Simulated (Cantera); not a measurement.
Premixed flame

A freely propagating, adiabatic, planar premixed flame of 16.1 % H2, 16.1 % O2, 67.7 % N2, equivalence ratio 0.50, unburnt at 425 K and 14000 Pa; mixture-averaged transport, grid criteria slope 0.08 and curve 0.16, no radiation.

Cantera simulation using the H2/O2 subset of GRI-Mech 3.0, which has no nitrogen chemistry; the numbers are that mechanism's predictions, not measurements. Burning velocities carry a grid error of a few per cent, more on coarse grids. Lean hydrogen flames are cellular in practice and burn faster than this planar one.

| z (mm) | T (K) | u (m/s) | x H2 | x O2 | x OH | x H | x HO2 | x H2O2 |
|---|---|---|---|---|---|---|---|---|
| -14.6 | 425 | 1.32 | 0.161 | 0.161 | <1e-8 | <1e-8 | <1e-8 | <1e-8 |
| -9.71 | 425 | 1.32 | 0.161 | 0.161 | <1e-8 | <1e-8 | <1e-8 | <1e-8 |
| -7.28 | 425 | 1.32 | 0.161 | 0.161 | <1e-8 | <1e-8 | 1.17e-8 | <1e-8 |
| -4.86 | 425 | 1.32 | 0.160 | 0.162 | <1e-8 | <1e-8 | 9.41e-7 | 5.65e-8 |
| -2.43 | 467 | 1.43 | 0.144 | 0.163 | 6.57e-5 | 9.16e-5 | 9.16e-5 | 1.24e-5 |
| -1.21 | 682 | 2.04 | 0.109 | 0.157 | 0.000369 | 0.00277 | 4.80e-5 | 6.99e-6 |
| 0 | 979 | 2.87 | 0.0559 | 0.132 | 0.00119 | 0.0120 | 2.27e-5 | 9.90e-7 |
| 1.21 | 1193 | 3.48 | 0.0184 | 0.103 | 0.00322 | 0.0170 | 1.38e-5 | 1.29e-6 |
| 2.43 | 1307 | 3.81 | 0.00877 | 0.0924 | 0.00436 | 0.0144 | 1.05e-5 | 1.09e-6 |
| 4.86 | 1421 | 4.12 | 0.00602 | 0.0890 | 0.00515 | 0.00889 | 7.97e-6 | 6.79e-7 |
| 9.71 | 1517 | 4.37 | 0.00408 | 0.0878 | 0.00517 | 0.00421 | 5.86e-6 | 3.60e-7 |
| 19.4 | 1585 | 4.55 | 0.00219 | 0.0875 | 0.00429 | 0.00148 | 3.84e-6 | 1.89e-7 |
| 38.9 | 1623 | 4.65 | 0.000904 | 0.0878 | 0.00295 | 0.000369 | 2.02e-6 | 9.84e-8 |
x: mole fraction of selected species; z is measured from the peak of heat release.

```json
{
 "laminar_burning_velocity": "132 cm/s",
 "thermal_thickness": "4.86 mm",
 "peak x(OH)": "0.00528",
 "peak x(H)": "0.0170",
 "peak x(HO2)": "9.18e-5",
 "peak x(H2O2)": "1.40e-5"
}
```
